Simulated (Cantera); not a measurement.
A diamond (100) surface in a fixed gas of H2 with x(CH4) = 0.015, x(H) = 0.0027, x(CH3) = 2.7e-05, at 1198 K; coverages are run to steady state.

Model: the Harris–Goodwin 1993 mechanism for the reconstructed diamond (100) surface, integrated in Cantera.

One state of this run: growth (µm/h) = 1.27; θ c6HH = 0.448; θ c6H* = 0.0379; θ c6*H = 0.486; θ c6** = 0.0274; θ c6HM = 0.000839. θ: site fractions in the mechanism's names (c6HH fully hydrogenated, c6H* and c6*H radical sites, c6** diradical, c6HM methylated).

**Question.** Which value of P (Pa) does it belong to?
A) 2600
B) 17000
C) 1200
D) 12000

**Answer.** D, 12000
